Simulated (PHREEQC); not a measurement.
A solution holds 0.037 mol/kgw ZnCl2, 0.11 mol/kgw Na2SO4 and 0.064 mol/kgw HCl, at 45 °C. Closed to the air; pH follows from the charge balance.

All values are PHREEQC results (ion-association model, phreeqc.dat), not measurements.

Precipitation was switched off in this run.

### Question
Order these Zn species by the share of Zn that they hold, largest first: Zn+2, Zn(SO4)2-2, ZnCl+, ZnCl2, ZnSO4.

### Answer
Zn+2 (52 %), ZnSO4 (30 %), ZnCl+ (10 %), Zn(SO4)2-2 (8.0 %), ZnCl2 (0.62 %)

The pH is 1.72 and the ionic strength 0.339 mol/kgw. Away from 25 °C the constants follow the database's enthalpies or fits; those with neither stay at their 25 °C values.
